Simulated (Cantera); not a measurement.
An isothermal, constant-pressure homogeneous reactor starts with CH4 : H2 = 1 : 9.3 (molar parts), at 1975 K and 50.0 Pa. Integrator tolerance rtol = 1e-08.

Cantera simulation using GRI-Mech 3.0 (53 species, 325 reactions); the numbers are that mechanism's predictions, not measurements. GRI-Mech 3.0 stops at C3 and has no aromatics, soot or wall deposition, so with more carbon than oxygen in the feed, carbon stays in small species such as C2H2 where larger ones or solid carbon would form. Radical loss at walls, strong at low pressure, is not modelled.

```tsv
quantity	before	after
x(CH4) at 6.00 s	0.000771 (gas-phase equilibrium 1.56e-6)	0.000668 (gas-phase equilibrium 1.91e-6)
x(H2) at 6.00 s	0.943 (gas-phase equilibrium 0.899)	0.914 (gas-phase equilibrium 0.872)
x(C2H2) at 6.00 s	0.0435 (gas-phase equilibrium 0.0429)	0.0716 (gas-phase equilibrium 0.0703)
x(C2H6) at 6.00 s	3.58e-9 (gas-phase equilibrium <1e-12)	2.94e-9 (gas-phase equilibrium <1e-12)
x(H) at 6.00 s	0.0127 (gas-phase equilibrium 0.0584)	0.0135 (gas-phase equilibrium 0.0576)
x(CH3) at 6.00 s	0.000206 (gas-phase equilibrium 2.01e-6)	0.000195 (gas-phase equilibrium 2.50e-6)
x(C2H4) at 6.00 s	1.53e-6 (gas-phase equilibrium 1.49e-7)	1.92e-6 (gas-phase equilibrium 2.37e-7)
```

What was changed between the two runs?
(A) H2 9.3 to 28 parts
(B) CH4 1 to 1.9 parts
(C) H2 9.3 to 1.6 parts
(D) pressure from 50.0 Pa to 100000 Pa

B, CH4 1 to 1.9 parts
